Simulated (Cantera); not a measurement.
# Thermodynamics of silicon nitride deposition, feed trisilylamine + NH3

A closed system holds: 1 mol trisilylamine, 50 mol NH3, at 1500 K and 1.00 bar.

These are equilibrium values from Cantera (NASA tables, ideal gas, pure condensed phases), not measurements of a reactor. Candidate condensed phases: Si, Si3N4; 18 gas species. The feed counts by its element totals alone. Equilibrium is a limit: real reactors are often held back by kinetics, nucleation or transport.

The x(H2) is 0.772. The x(N2) is 0.228 and the x(NH3) is 2.01e-5. The x(H) is 1.55e-5, the n(Si3N4(s)) is 1.00 mol and the gas amount is 103.0 mol. The log10 activity of Si(s) (absent) is -2.46.
